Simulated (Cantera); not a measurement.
A Cantera script and what it prints.

```python
import numpy as np
import cantera as ct

gas_names = """
    Cs CsO CsOH Cs2 Cs2O Cs2O2H2 H HO2 H2 H2O H2O2 O OH O2 O3
""".split()
cond_names = """
    Cs(cr) Cs(L) CsOH(a) CsOH(b) CsOH(c) CsOH(L) H2O(s) H2O(L)
""".split()


# ... load() reads the species with a 1 bar reference pressure and builds the phases ...
atoms = {
    'CsOH': {'Cs': 1, 'O': 1, 'H': 1},
    'H2O': {'H': 2, 'O': 1},
    'H2': {'H': 2},
}
top_T = {}  # K; cautious upper limits of use, not melting points


# ... equilibrate(T, P, feed) seeds the gas with the atoms and calls Mixture.equilibrate('TP', solver="vcs", rtol=1e-11, max_steps=5000) ...
results = []
feed = {'CsOH': 1, 'H2O': 0.7, 'H2': 0.04}  # mol
for P in [10, 42, 180, 750, 3200, 13000, 56000, 240000, 1000000]:
    for T in [875, 925, 975, 1025, 1075, 1125, 1175, 1225, 1275, 1325]:
        mix = equilibrate(T, P, feed)
        results.append((T, P, feed, dict(zip(mix.species_names, mix.species_moles))))

for T, P, feed, n in results:
    print(f"{T:7g} {P:10.4g}  " + (" + ".join(c for c in cond_names if n.get(c, 0) > 1e-12) or "gas only"))
```

Result:

```
    875         10  gas only
    925         10  gas only
    975         10  gas only
   1025         10  gas only
   1075         10  gas only
   1125         10  gas only
   1175         10  gas only
   1225         10  gas only
   1275         10  gas only
   1325         10  gas only
    875         42  gas only
    925         42  gas only
    975         42  gas only
   1025         42  gas only
   1075         42  gas only
   1125         42  gas only
   1175         42  gas only
   1225         42  gas only
   1275         42  gas only
   1325         42  gas only
    875        180  gas only
    925        180  gas only
    975        180  gas only
   1025        180  gas only
   1075        180  gas only
   1125        180  gas only
   1175        180  gas only
   1225        180  gas only
   1275        180  gas only
   1325        180  gas only
    875        750  gas only
    925        750  gas only
    975        750  gas only
   1025        750  gas only
   1075        750  gas only
   1125        750  gas only
   1175        750  gas only
   1225        750  gas only
   1275        750  gas only
   1325        750  gas only
    875       3200  CsOH(L)
    925       3200  gas only
    975       3200  gas only
   1025       3200  gas only
   1075       3200  gas only
   1125       3200  gas only
   1175       3200  gas only
   1225       3200  gas only
   1275       3200  gas only
   1325       3200  gas only
    875    1.3e+04  CsOH(L)
    925    1.3e+04  CsOH(L)
    975    1.3e+04  CsOH(L)
   1025    1.3e+04  gas only
   1075    1.3e+04  gas only
   1125    1.3e+04  gas only
   1175    1.3e+04  gas only
   1225    1.3e+04  gas only
   1275    1.3e+04  gas only
   1325    1.3e+04  gas only
    875    5.6e+04  CsOH(L)
    925    5.6e+04  CsOH(L)
    975    5.6e+04  CsOH(L)
   1025    5.6e+04  CsOH(L)
   1075    5.6e+04  CsOH(L)
   1125    5.6e+04  CsOH(L)
   1175    5.6e+04  gas only
   1225    5.6e+04  gas only
   1275    5.6e+04  gas only
   1325    5.6e+04  gas only
    875    2.4e+05  CsOH(L)
    925    2.4e+05  CsOH(L)
    975    2.4e+05  CsOH(L)
   1025    2.4e+05  CsOH(L)
   1075    2.4e+05  CsOH(L)
   1125    2.4e+05  CsOH(L)
   1175    2.4e+05  CsOH(L)
   1225    2.4e+05  CsOH(L)
   1275    2.4e+05  CsOH(L)
   1325    2.4e+05  gas only
    875      1e+06  CsOH(L)
    925      1e+06  CsOH(L)
    975      1e+06  CsOH(L)
   1025      1e+06  CsOH(L)
   1075      1e+06  CsOH(L)
   1125      1e+06  CsOH(L)
   1175      1e+06  CsOH(L)
   1225      1e+06  CsOH(L)
   1275      1e+06  CsOH(L)
   1325      1e+06  CsOH(L)
```

These are equilibrium values from Cantera (NASA tables, ideal gas, pure condensed phases), not measurements of a reactor.
